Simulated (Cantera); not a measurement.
Mixture: H2 : O2 : N2 : H2O = 1 : 0.227 : 0.855 : 0.075 (molar parts), equivalence ratio 2.2, at 25.0 bar, adiabatic and at constant pressure. Ignition delay is the time to a rise of 400 K.

Model: GRI-Mech 3.0 (53 species, 325 reactions), integrated in Cantera. The hydrogen kinetics of GRI-Mech 3.0 are dated; newer H2 mechanisms differ, most at raised pressure. The pressure lies above the range GRI-Mech 3.0 was tuned for (to about 10 atm). Below about 950 K walls govern HO2 and H2O2 in real vessels.

Problem. What does this change do: pressure from 25.0 bar to 2.70 bar?

Solution. 
```json
[
 {"quantity": "delay at 850 K", "before": "0.190 s", "after": "0.839 s"},
 {"quantity": "delay at 1050 K", "before": "1.45 ms", "after": "1.99 ms"},
 {"quantity": "delay at 1250 K", "before": "47.4 µs", "after": "18.8 µs"},
 {"quantity": "delay at 1450 K", "before": "2.13 µs", "after": "7.39 µs"},
 {"quantity": "delay at 1650 K", "before": "0.489 µs", "after": "4.62 µs"}
]
```
Where the delays flatten at high temperature, the 400 K rule measures the pace of heat release, not the induction time.

Problem. What does this change do: H2O 0.075 to 0.22 parts?

Solution. 
```json
[
 {"quantity": "delay at 850 K", "before": "0.190 s", "after": "0.194 s"},
 {"quantity": "delay at 1050 K", "before": "1.45 ms", "after": "1.53 ms"},
 {"quantity": "delay at 1250 K", "before": "47.4 µs", "after": "58.6 µs"},
 {"quantity": "delay at 1450 K", "before": "2.13 µs", "after": "3.72 µs"},
 {"quantity": "delay at 1650 K", "before": "0.489 µs", "after": "0.609 µs"}
]
```
